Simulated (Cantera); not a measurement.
A Cantera script and what it prints.

```python
import numpy as np
import cantera as ct

gas_names = """
    H HO2 H2 H2O H2O2 O OH O2 O3 V VO VO2
""".split()
cond_names = """
    H2O(s) H2O(L) V(cr) V(L) VO(s) VO(L) V2O3(s) V2O3(L) V2O4(I) V2O4(II) V2O4(L) V2O5(s) V2O5(L)
""".split()


# ... load() reads the species with a 1 bar reference pressure and builds the phases ...
atoms = {
    'V2O5': {'V': 2, 'O': 5},
    'H2': {'H': 2},
    'H2O': {'H': 2, 'O': 1},
}
top_T = {}  # K; cautious upper limits of use, not melting points


# ... equilibrate(T, P, feed) seeds the gas with the atoms and calls Mixture.equilibrate('TP', solver="vcs", rtol=1e-11, max_steps=5000) ...
results = []
feed = {'V2O5': 1, 'H2': 1.2, 'H2O': 0.31}  # mol
P = 101325  # Pa
for T in [1173, 1273, 1373, 1473, 1573, 1673, 1773, 1873, 1973, 2073, 2173, 2273]:
    mix = equilibrate(T, P, feed)
    results.append((T, P, feed, dict(zip(mix.species_names, mix.species_moles))))

top = {s: max(r[3][s] / sum(r[3][g] for g in gas_names) for r in results) for s in gas_names}
cols = sorted((s for s in top if top[s] > 0.0001), key=lambda s: -top[s])[:7]
seen = [c for c in cond_names if any(r[3].get(c, 0) > 1e-12 for r in results)]
print("log10 of partial pressures in bar; condensed amounts in mol")
print(f"{'T/K':>10s}" + "".join(f"{s[:9]:>10s}" for s in cols + seen))
for T, P, feed, n in results:
    ng = sum(n[g] for g in gas_names)
    print(f"{T:10.4g}" + "".join(f"{np.log10(max(n[s] / ng * P / 1e5, 1e-99)):10.3f}" for s in cols)
          + "".join(f"{n.get(c, 0):10.4g}" for c in seen))
```

Output:

```
log10 of partial pressures in bar; condensed amounts in mol
       T/K       H2O        H2       VO2        OH         H        O2   V2O3(s)  V2O4(II)   V2O4(L)
      1173     0.005    -2.862   -11.419    -7.654    -8.360   -10.556     0.198     0.802         0
      1273     0.005    -2.675    -9.826    -6.743    -7.484    -9.189    0.1968    0.8032         0
      1373     0.004    -2.513    -8.473    -5.965    -6.734    -8.023    0.1954    0.8046         0
      1473     0.004    -2.371    -7.310    -5.293    -6.083    -7.016    0.1937    0.8063         0
      1573     0.003    -2.247    -6.302    -4.707    -5.514    -6.137    0.1916    0.8084         0
      1673     0.003    -2.137    -5.421    -4.190    -5.012    -5.364    0.1892    0.8108         0
      1773     0.002    -2.040    -4.644    -3.732    -4.566    -4.676    0.1866    0.8134         0
      1873    -0.001    -1.858    -4.003    -3.372    -4.119    -4.256    0.1797         0    0.8202
      1973    -0.005    -1.621    -3.470    -3.087    -3.680    -4.028     0.165         0    0.8347
      2073    -0.013    -1.407    -2.995    -2.834    -3.283    -3.830    0.1426         0    0.8566
      2173    -0.024    -1.214    -2.569    -2.607    -2.924    -3.654    0.1102         0    0.8878
      2273    -0.041    -1.043    -2.186    -2.405    -2.597    -3.499   0.06576         0    0.9293
```

Method: chemical equilibrium by Gibbs-energy minimisation in Cantera with the NASA 1993 tables (ideal gas, pure condensed phases). Mutual solubility and eutectic melting of coexisting phases are not modelled. Condensed phases not in the tables: the oxides between V2O3 and V2O5 other than VO2.
